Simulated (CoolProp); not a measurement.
A single-stage vapour-compression cycle with R142b: evaporating at 312.15 K (dew point), condensing at 377.15 K (bubble point), superheat 10 K, subcooling 8 K, compressor efficiency 0.6, no pressure losses. Each further row changes one setting.

Computed with CoolProp (reference Helmholtz-energy equation of state, Lemmon 2006). It is a short technical equation, of lower accuracy than the large ones.

```csv
case,cooling COP,pressure ratio,discharge temperature (K),refrigerating effect (kJ/kg),volumetric capacity (kJ/m³)
as stated,2.04,4.40,403.8,118,2530
evaporating temperature 317.15 K,?,3.84,?,122,?
condensing temperature 372.15 K,2.32,4.00,398.1,126,?
subcooling 13 K,?,4.40,403.8,126,2710
superheat 20 K,2.09,4.40,414.2,128,?
compressor efficiency 0.5,1.70,4.40,413.2,118,2530
```

Q: Fill in the missing entries.

A: 
- evaporating temperature 317.15 K, cooling COP: 2.31
- evaporating temperature 317.15 K, discharge temperature (K): 402.1
- evaporating temperature 317.15 K, volumetric capacity (kJ/m³): 2970
- condensing temperature 372.15 K, volumetric capacity (kJ/m³): 2700
- subcooling 13 K, cooling COP: 2.18
- superheat 20 K, volumetric capacity (kJ/m³): 2620
